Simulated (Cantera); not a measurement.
An isothermal, constant-pressure homogeneous reactor starts with 51.0 % NH3, 49.0 % N2, at 1725 K and 92000 Pa.

Cantera simulation using the gas-phase N/H chemistry of the illustrative SiF4/NH3 mechanism in the Surface Chemkin manual (1991); the numbers are that mechanism's predictions, not measurements. Walls and surfaces, which speed up NH3 decomposition in real reactors, are not modelled.

x: mole fraction; the columns are a selection and need not sum to one.

```tsv
t (s)	x NH3	x NH2	x H	x N	x NH	x N2H2
2.00e-5	0.510	6.06e-6	2.61e-8	<1e-12	5.35e-10	3.62e-10
8.60e-5	0.510	2.60e-5	2.69e-8	6.35e-12	1.72e-8	9.86e-9
0.000369	0.510	0.000104	4.27e-8	1.30e-10	2.49e-7	1.96e-7
0.00159	0.509	0.000196	1.58e-7	7.37e-10	6.70e-7	7.48e-7
0.00682	0.507	0.000195	5.69e-7	2.72e-9	7.28e-7	7.56e-7
0.0293	0.495	0.000185	2.24e-6	1.04e-8	8.68e-7	7.26e-7
0.126	0.450	0.000165	8.65e-6	2.71e-8	1.04e-6	6.17e-7
0.541	___	___	___	___	9.90e-7	___
2.33	___	___	___	___	___	___
10.0	0.0184	1.19e-5	0.000123	1.18e-8	1.67e-7	3.44e-9
```

Question: Some entries are withheld; supply them.

Answer: 
- 0.541, x NH3: 0.313
- 0.541, x NH2: 0.000124
- 0.541, x H: 3.01e-5
- 0.541, x N: 3.83e-8
- 0.541, x N2H2: 3.47e-7
- 2.33, x NH3: 0.111
- 2.33, x NH2: 5.57e-5
- 2.33, x H: 7.74e-5
- 2.33, x N: 3.21e-8
- 2.33, x NH: 5.97e-7
- 2.33, x N2H2: 7.02e-8
